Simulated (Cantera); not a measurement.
Charge: 1 mol Si, 0.025 mol H2O, 77 mol H2, 0.55 mol NH3, held at 1650 K and 750 Torr.

Method: chemical equilibrium by Gibbs-energy minimisation in Cantera with the NASA 1993 tables (ideal gas, pure condensed phases). Candidate condensed phases: H2O, Si, SiO2, Si2N2O, Si3N4; 35 gas species. Mutual solubility and eutectic melting of coexisting phases are not modelled. Kinetics and transport are ignored.

Base state: H2 0.999, N2 0.000690, H 9.08e-5, SiO 2.36e-5 (mole fractions); condensed: Si(s) + Si2N2O(s) + Si3N4(s).

Task: What changes in the equilibrium state with this change: temperature from 1650 K to 1850 K?

Result: 
| species | before | after |
|---|---|---|
| H2 | 0.999 | 0.996 |
| N2 | 0.000690 | 0.00352 |
| H | 9.08e-5 | 0.000538 |
| SiO | 2.36e-5 | 0.000319 |
| SiH2 | 8.65e-6 | 4.20e-5 |
| Si(s), mol | 0.654 | 0 |
| Si2N2O(s), mol | 0.0232 | 0 |
| Si3N4(s), mol | 0.0990 | 0 |
| Si(l), mol | 0 | 0.971 |
Gases not in the tables: Si2H6 and higher silanes.

Task: What changes in the equilibrium state with this change: H2O from 0.025 to 0.78 mol?

Result: 
```csv
species,before,after
H2,0.999,0.995
SiO,2.36e-5,0.00502
H,9.08e-5,9.06e-5
N2,0.000690,4.89e-6
H2O,5.44e-8,1.73e-5
"Si(s), mol",0.654,0
"Si2N2O(s), mol",0.0232,0.275
"Si3N4(s), mol",0.0990,0
"SiO2(β-quartz), mol",0,0.0538
```
The tables hold silica as quartz up to 1696 K and as liquid above; real silica turns to tridymite and cristobalite and melts near 1996 K.

Task: What changes in the equilibrium state with this change: NH3 from 0.55 to 4 mol?

Result: 
```csv
species,before,after
H2,0.999,0.984
N2,0.000690,0.0159
H,9.08e-5,9.01e-5
SiO,2.36e-5,8.29e-6
"Si(s), mol",0.654,0
"Si2N2O(s), mol",0.0232,0.0243
"Si3N4(s), mol",0.0990,0.317
```
